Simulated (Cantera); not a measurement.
Input (Python, Cantera) and output of one run.

```python
import numpy as np
import cantera as ct

gas_names = """
    N N2 Pb Pb2
""".split()
cond_names = """
    Pb(cr) Pb(L)
""".split()


# ... load() reads the species with a 1 bar reference pressure and builds the phases ...
atoms = {
    'Pb': {'Pb': 1},
    'N2': {'N': 2},
}
top_T = {}  # K; cautious upper limits of use, not melting points


# ... equilibrate(T, P, feed) seeds the gas with the atoms and calls Mixture.equilibrate('TP', solver="vcs", rtol=1e-11, max_steps=5000) ...
results = []
feed = {'Pb': 1, 'N2': 0.22}  # mol
P = 32  # Pa
for T in [500, 600, 700, 800, 900, 1000, 1100, 1200, 1300, 1400]:
    mix = equilibrate(T, P, feed)
    results.append((T, P, feed, dict(zip(mix.species_names, mix.species_moles))))
    x = sorted(zip(gas.X, gas.species_names), reverse=True)
    print(f"T = {T:g} K  P = {P:g} Pa  gas = {mix.phase_moles(0):.4g} mol")
    print("   x: " + "  ".join(f"{s} {v:.3e}" for v, s in x if v > 1e-06))
    print("   condensed (mol): " + ("  ".join(f"{mix.phase(i).name} {mix.phase_moles(i):.4g}"
          for i in range(1, mix.n_phases) if mix.phase_moles(i) > 1e-12) or "none"))
```

It prints:

```
T = 500 K  P = 32 Pa  gas = 0.22 mol
   x: N2 1.000e+00
   condensed (mol): Pb(cr) 1
T = 600 K  P = 32 Pa  gas = 0.22 mol
   x: N2 1.000e+00
   condensed (mol): Pb(cr) 1
T = 700 K  P = 32 Pa  gas = 0.22 mol
   x: N2 1.000e+00  Pb 3.481e-06
   condensed (mol): Pb(L) 1
T = 800 K  P = 32 Pa  gas = 0.22 mol
   x: N2 9.998e-01  Pb 1.920e-04
   condensed (mol): Pb(L) 1
T = 900 K  P = 32 Pa  gas = 0.2209 mol
   x: N2 9.957e-01  Pb 4.277e-03
   condensed (mol): Pb(L) 0.9991
T = 1000 K  P = 32 Pa  gas = 0.2317 mol
   x: N2 9.494e-01  Pb 5.061e-02
   condensed (mol): Pb(L) 0.9883
T = 1100 K  P = 32 Pa  gas = 0.3541 mol
   x: N2 6.214e-01  Pb 3.786e-01  Pb2 4.614e-06
   condensed (mol): Pb(L) 0.8659
T = 1200 K  P = 32 Pa  gas = 1.22 mol
   x: Pb 8.197e-01  N2 1.803e-01  Pb2 1.246e-05
   condensed (mol): none
T = 1300 K  P = 32 Pa  gas = 1.22 mol
   x: Pb 8.197e-01  N2 1.803e-01  Pb2 7.799e-06
   condensed (mol): none
T = 1400 K  P = 32 Pa  gas = 1.22 mol
   x: Pb 8.197e-01  N2 1.803e-01  Pb2 5.212e-06
   condensed (mol): none
```

Cantera equilibrium calculation (NASA polynomials, part measured and part estimated; ideal gas, pure solids and liquids).
